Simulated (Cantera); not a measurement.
Cantera run, input and output.

```python
import numpy as np
import cantera as ct

gas = ct.Solution("gri30.yaml")


def delay(T, t_max=10):
    gas.TPX = T, 110000, {'C3H8': 1, 'O2': 7.14, 'N2': 38.6}
    reactor = ct.IdealGasReactor(gas, clone=False)
    net = ct.ReactorNet([reactor])
    net.rtol, net.atol = 1e-8, 1e-16
    while net.time < t_max:
        t_old, T_old = net.time, reactor.T
        net.step()
        if reactor.T > T + 400:  # ignition: a rise of 400 K
            return t_old + (T + 400 - T_old) / (reactor.T - T_old) * (net.time - t_old)
    return np.nan


taus = []
for T in [1125, 1225, 1325, 1425, 1525, 1625, 1725, 1825, 1925, 2025]:
    taus.append(delay(T))
    print(f"T0 = {T:6g} K   tau = {taus[-1]:.4e} s")
```

Output:

```
T0 =   1125 K   tau = 3.4713e-02 s
T0 =   1225 K   tau = 4.0804e-03 s
T0 =   1325 K   tau = 6.9452e-04 s
T0 =   1425 K   tau = 1.7512e-04 s
T0 =   1525 K   tau = 6.2647e-05 s
T0 =   1625 K   tau = 2.9521e-05 s
T0 =   1725 K   tau = 1.6934e-05 s
T0 =   1825 K   tau = 1.1117e-05 s
T0 =   1925 K   tau = 8.0039e-06 s
T0 =   2025 K   tau = 6.1471e-06 s
```

Computed with Cantera and GRI-Mech 3.0 (53 species, 325 reactions). GRI-Mech 3.0 was tuned for natural gas; its chemistry of propane as a main component is partial and can be far from experiment.
